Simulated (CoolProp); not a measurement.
The fluid at 298.15 K and 0.00929 MPa expands adiabatically to 0.000656 MPa with isentropic efficiency 0.85. The same conditions are run with several fluids, on thermodynamics alone (safety and materials aside).

Computed with CoolProp (reference Helmholtz-energy equation of state of each fluid (n-hexane: Thol 2019; R124: de Vries 1995; n-perfluorobutane: Gao 2022; R134a: Tillner-Roth 1994)).

```
fluid              work (kJ/kg)  final temperature (K)  final density (kg/m³)
-----------------  ------------  ---------------------  ---------------------
n-hexane                      ?                  259.8                      ?
R124                       36.5                      ?                      ?
n-perfluorobutane          22.2                  271.8                      ?
R134a                      47.8                  236.4                 0.0341
```

### Question
Complete the blanks.

### Answer

- n-hexane, work (kJ/kg): 59.6
- n-hexane, final density (kg/m³): 0.0262
- R124, final temperature (K): 244.9
- R124, final density (kg/m³): 0.0440
- n-perfluorobutane, final density (kg/m³): 0.0691
